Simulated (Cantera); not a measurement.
A Cantera script and what it prints.

```python
import numpy as np
import cantera as ct

gas_names = [...]  # 110 gases of nasa_gas.yaml made of C, H, O
cond_names = """
    C(gr) C6H6(L) C7H8(L) C8H18(L),n-octa H2O(s) H2O(L)
""".split()


# ... load() reads the species with a 1 bar reference pressure and builds the phases ...
atoms = {
    'C2H5OH': {'C': 2, 'H': 6, 'O': 1},
    'H2': {'H': 2},
}
top_T = {'C(gr)': 4500}  # K; cautious upper limits of use, not melting points


# ... equilibrate(T, P, feed) seeds the gas with the atoms and calls Mixture.equilibrate('TP', solver="vcs", rtol=1e-11, max_steps=5000) ...
results = []
feed = {'C2H5OH': 1, 'H2': 67}  # mol
P = 13332.2  # Pa
for T in [673, 723, 773, 823, 873, 923, 973, 1023, 1073, 1123, 1173]:
    mix = equilibrate(T, P, feed)
    results.append((T, P, feed, dict(zip(mix.species_names, mix.species_moles))))

top = {s: max(r[3][s] / sum(r[3][g] for g in gas_names) for r in results) for s in gas_names}
cols = sorted((s for s in top if top[s] > 1e-06), key=lambda s: -top[s])[:6]
seen = [c for c in cond_names if any(r[3].get(c, 0) > 1e-12 for r in results)]
print("log10 of partial pressures in bar; condensed amounts in mol")
print(f"{'T/K':>10s}" + "".join(f"{s[:9]:>10s}" for s in cols + seen))
for T, P, feed, n in results:
    ng = sum(n[g] for g in gas_names)
    print(f"{T:10.4g}" + "".join(f"{np.log10(max(n[s] / ng * P / 1e5, 1e-99)):10.3f}" for s in cols)
          + "".join(f"{n.get(c, 0):10.4g}" for c in seen))
```

Result:

```
log10 of partial pressures in bar; condensed amounts in mol
       T/K        H2       CH4       H2O        CO       CO2     C(gr)
       673    -0.895    -2.407    -2.708    -6.650    -7.375         0
       723    -0.895    -2.407    -2.709    -5.470    -6.399         0
       773    -0.895    -2.411    -2.717    -4.449    -5.561         0
       823    -0.894    -2.437    -2.772    -3.620    -4.940         0
       873    -0.892    -2.517    -2.965    -3.089    -4.736         0
       923    -0.889    -2.621    -3.335    -2.843    -4.978         0
       973    -0.888    -2.686    -3.831    -2.756    -5.491         0
      1023    -0.886    -2.896    -4.186    -2.738    -5.922    0.3649
      1073    -0.884    -3.106    -4.501    -2.731    -6.314    0.6018
      1123    -0.883    -3.298    -4.792    -2.729    -6.676    0.7417
      1173    -0.882    -3.476    -5.059    -2.727    -7.009     0.827
```

Equilibrium computed with Cantera from the NASA thermochemical tables; the gas is ideal and each condensed phase is pure.
